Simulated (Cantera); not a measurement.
A Cantera script and what it prints.

```python
import numpy as np
import cantera as ct

gas_names = """
    H HO2 H2 H2O H2O2 O OH O2 O3 Si SiH SiH2 SiH3 SiH4 SiO SiO2 Si2 Si3
""".split()
cond_names = """
    H2O(s) H2O(L) Si(cr) Si(L) SiO2(Lqz) SiO2(hqz) SiO2(L)
""".split()


def load(file, names, dense=False):
    # The tables refer to 1 bar. Condensed volumes are neglected.
    table = {s.name: s for s in ct.Species.list_from_file(file)}
    out = []
    for n in names:
        d = dict(table[n].input_data)
        d["thermo"] = dict(d["thermo"], **{"reference-pressure": 1e5})
        if dense:
            d["equation-of-state"] = {"model": "constant-volume", "density": "1e6 g/cm^3"}
        out.append(ct.Species.from_dict(d))
    return out


gas = ct.Solution(thermo="ideal-gas", species=load("nasa_gas.yaml", gas_names))
cond = {s.name: ct.Solution(thermo="fixed-stoichiometry", species=[s], name=s.name)
        for s in load("nasa_condensed.yaml", cond_names, dense=True)}
atoms = {
    'Si': {'Si': 1},
    'H2O': {'H': 2, 'O': 1},
    'H2': {'H': 2},
}
top_T = {}  # K; cautious upper limits of use, not melting points


def equilibrate(T, P, feed):
    n = {}
    for name, mol in feed.items():
        for a, k in atoms[name].items():
            n[a] = n.get(a, 0.0) + k * mol
    gas.TPX = T, P, n
    mass = sum(n.values()) * gas.mean_molecular_weight
    gas.equilibrate("TP")
    valid = [c for c in cond.values() if c.min_temp <= T <= top_T.get(c.name, c.max_temp)]
    mix = ct.Mixture([(gas, mass / gas.mean_molecular_weight)] + [(c, 0.0) for c in valid])
    mix.T, mix.P = T, P
    mix.equilibrate("TP", solver="vcs", rtol=1e-11, max_steps=5000)
    return mix


results = []
T = 2223.15  # K
P = 4700  # Pa
for m in [0.0068, 0.012, 0.02, 0.035, 0.059, 0.1, 0.17, 0.3, 0.52, 0.89]:
    feed = {'Si': 1, 'H2O': m, 'H2': 180}  # mol
    mix = equilibrate(T, P, feed)
    results.append((T, P, feed, dict(zip(mix.species_names, mix.species_moles))))

top = {s: max(r[3][s] / sum(r[3][g] for g in gas_names) for r in results) for s in gas_names}
cols = sorted((s for s in top if top[s] > 1e-05), key=lambda s: -top[s])[:6]
seen = [c for c in cond_names if any(r[3].get(c, 0) > 1e-12 for r in results)]
print("log10 of partial pressures in bar; condensed amounts in mol")
print(f"{'n(H2O)':>10s}" + "".join(f"{s[:9]:>10s}" for s in cols + seen))
for T, P, feed, n in results:
    ng = sum(n[g] for g in gas_names)
    print(f"{feed['H2O']:10.4g}" + "".join(f"{np.log10(max(n[s] / ng * P / 1e5, 1e-99)):10.3f}" for s in cols)
          + "".join(f"{n.get(c, 0):10.4g}" for c in seen))
```

It prints:

```
log10 of partial pressures in bar; condensed amounts in mol
    n(H2O)        H2         H       SiO        Si       SiH      SiH2
    0.0068    -1.343    -2.865    -5.759    -3.652    -4.697    -5.137
     0.012    -1.343    -2.865    -5.513    -3.654    -4.699    -5.140
      0.02    -1.343    -2.865    -5.291    -3.658    -4.703    -5.143
     0.035    -1.343    -2.865    -5.048    -3.665    -4.709    -5.150
     0.059    -1.343    -2.865    -4.821    -3.675    -4.720    -5.161
       0.1    -1.343    -2.865    -4.592    -3.694    -4.739    -5.180
      0.17    -1.343    -2.865    -4.362    -3.729    -4.774    -5.215
       0.3    -1.343    -2.865    -4.115    -3.803    -4.848    -5.288
      0.52    -1.343    -2.865    -3.877    -3.965    -5.010    -5.451
      0.89    -1.343    -2.865    -3.645    -4.602    -5.647    -6.088
```

These are equilibrium values from Cantera (NASA tables, ideal gas, pure condensed phases), not measurements of a reactor. Gases not in the tables: Si2H6 and higher silanes.
